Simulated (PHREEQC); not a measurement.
Model water analysis in mg/L, 25 °C, pH 6.63, pe 12.8: Na 1.72; K 0.273; Ca 2.38; Mg 0.444; Cl 2.99; S(6) as SO4 1.4; Alkalinity as HCO3 7.65; Ni 0.00233; Sr 0.0147; F 0.017.

Na is adjusted to close the charge balance.
Valence states are taken as typed.

Computed with PHREEQC (ion-association model, wateq4f.dat).

```json
{
 "ionic_strength": "0.000331 mol/kgw"
}
```

```csv
species,molality,activity,log γ
HCO3-,0.000125,0.000123,-0.009
Cl-,8.43e-5,8.26e-5,-0.009
Na+,7.71e-5,7.55e-5,-0.009
CO2,6.47e-5,6.47e-5,0.000
Ca+2,5.92e-5,5.44e-5,-0.036
Mg+2,1.82e-5,1.67e-5,-0.036
SO4-2,1.44e-5,1.32e-5,-0.036
K+,6.98e-6,6.84e-6,-0.009
F-,8.93e-7,8.75e-7,-0.009
H+,2.39e-7,2.34e-7,-0.009
Sr+2,1.67e-7,1.54e-7,-0.036
```

No solid was allowed to form. The database's nickel carbonate constants are estimates that later reviews lower a good deal.
